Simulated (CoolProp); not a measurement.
Methane at 430.36 K and 0.229 MPa flows at 15 m/s in a round tube of 10 mm bore and 0.25 µm roughness, fully developed (64/Re and Nu = 3.66 if laminar; Colebrook and Gnielinski if turbulent). Each further row changes one setting.

The numbers come from the reference Helmholtz-energy equation of state, Setzmann 1991 in CoolProp.

| case | Reynolds number | Darcy friction factor | pressure drop (Pa/m) | heat-transfer coefficient (W/(m² K)) | mass flow (kg/h) |
|---|---|---|---|---|---|
| as stated | 10200 | 0.0308 | 356 | (withheld) | 4.36 |
| velocity 30 m/s | 20400 | 0.0258 | (withheld) | (withheld) | (withheld) |
| diameter 20 mm | 20400 | 0.0258 | 149 | (withheld) | (withheld) |

Q: Complete the blanks.

A: 
- as stated, heat-transfer coefficient (W/(m² K)): 167
- velocity 30 m/s, pressure drop (Pa/m): 1190
- velocity 30 m/s, heat-transfer coefficient (W/(m² K)): 291
- velocity 30 m/s, mass flow (kg/h): 8.71
- diameter 20 mm, heat-transfer coefficient (W/(m² K)): 145
- diameter 20 mm, mass flow (kg/h): 17.4

Viscosity comes from a separate model (Quiñones-Cisneros 2006). Thermal conductivity comes from a separate model (Friend 1989).
